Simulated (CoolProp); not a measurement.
Vapour-liquid equilibrium of methanol (1) + m-xylene (2) at 186.55 °C; x and y are mole fractions of (1).

The numbers come from the multi-fluid Helmholtz-energy mixture model, de Reuck 1993 and Zhou 2012; pair parameters Bell 2016 in CoolProp.

| x | bubble pressure (bar) | y at the bubble point | dew pressure at overall composition x (bar) | liquid density (mol/L) |
|---|---|---|---|---|
| 0.05 | 6.569 | 0.503 | 3.298 | 6.840 |
| 0.15 | 11.63 | 0.709 | 3.725 | 7.270 |
| 0.25 | 15.01 | 0.771 | 4.259 | 7.761 |
| 0.35 | 17.44 | 0.804 | 4.954 | 8.332 |
| 0.45 | 19.40 | 0.827 | 5.906 | 9.012 |
| 0.55 | 21.22 | 0.849 | 7.300 | 9.841 |
| 0.65 | 23.08 | 0.872 | 9.541 | 10.88 |
| 0.75 | 25.11 | 0.900 | 13.68 | 12.23 |
| 0.85 | 27.34 | 0.935 | 21.32 | 14.03 |
| 0.95 | 29.76 | 0.977 | 28.25 | 16.52 |

No azeotrope shows between x = 0.05 and 0.95.

The pair parameters rest on a limited set of measurements; away from them the model extrapolates. With so large a gap from Raoult's law the liquid may split in two, which this calculation doesn't test in full.
